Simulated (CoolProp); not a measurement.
Vapour-liquid equilibrium of R13 (1) + n-butane (2) at 197.5 K; x and y are mole fractions of (1).

Model: multi-fluid Helmholtz-energy mixture model, Platzer 1990 and Bücker 2006; pair parameters Bell 2016, in CoolProp. This equation is an older, rougher fit; its heat capacities, sound speeds and derivatives of the liquid may be far off and weren't checked against measurements.

```
x      bubble pressure, mixture model (kPa)  bubble pressure, Raoult's law (kPa)  y, mixture model  y, Raoult's law
-----  ------------------------------------  -----------------------------------  ----------------  ---------------
0.05                                  19.62                                8.337             0.922            0.819
0.125                                 40.78                                18.45             0.964            0.925
0.2                                   56.48                                28.57             0.975            0.955
0.275                                 68.23                                38.69             0.981            0.970
0.35                                  77.26                                48.81             0.984            0.979
0.425                                 84.49                                58.92             0.986            0.984
0.5                                   90.63                                69.04             0.987            0.988
0.575                                 96.24                                79.16             0.989            0.991
0.65                                  101.8                                89.28             0.990            0.994
0.725                                 107.6                                99.39             0.992            0.996
0.8                                   114.0                                109.5             0.994            0.997
0.875                                 121.4                                119.6             0.996            0.998
0.95                                  129.9                                129.7             0.998            0.999
```

The largest gap from Raoult's law is +135.3 % in bubble pressure, at x = 0.05. No azeotrope shows between x = 0.05 and 0.95.

The pair parameters rest on a limited set of measurements; away from them the model extrapolates. With so large a gap from Raoult's law the liquid may split in two, which this calculation doesn't test in full.
